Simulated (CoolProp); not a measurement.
A closed Brayton cycle with carbon dioxide: compressor inlet 313.15 K and 7.7 MPa, high pressure 21.5 MPa, turbine inlet 875 K, compressor efficiency 0.85, turbine efficiency 0.85, recuperator effectiveness 0 (on enthalpy, no pinch check). Each further row changes one setting.

The numbers come from the reference Helmholtz-energy equation of state, Span 1996 in CoolProp.

| case | thermal efficiency (%) | net work (kJ/kg) | compressor to turbine work | compressor exit (K) | turbine exit (K) |
|---|---|---|---|---|---|
| as stated | 14.0 | 89.3 | 0.34 | 391.9 | 755.1 |
| turbine inlet 825 K | 14.0 | 80.7 | 0.36 | 391.9 | ___ |
| compressor inlet 323.15 K | 13.4 | 80.8 | ___ | 411.4 | 755.1 |
| high pressure 18.3 MPa | 12.0 | 78.1 | 0.32 | ___ | ___ |
| recuperator effectiveness 0.5 | 20.7 | 89.3 | 0.34 | 391.9 | 755.1 |

### Question
Fill in the missing entries.

### Answer

- turbine inlet 825 K, turbine exit (K): 709.3
- compressor inlet 323.15 K, compressor to turbine work: 0.40
- high pressure 18.3 MPa, compressor exit (K): 379.3
- high pressure 18.3 MPa, turbine exit (K): 773.4
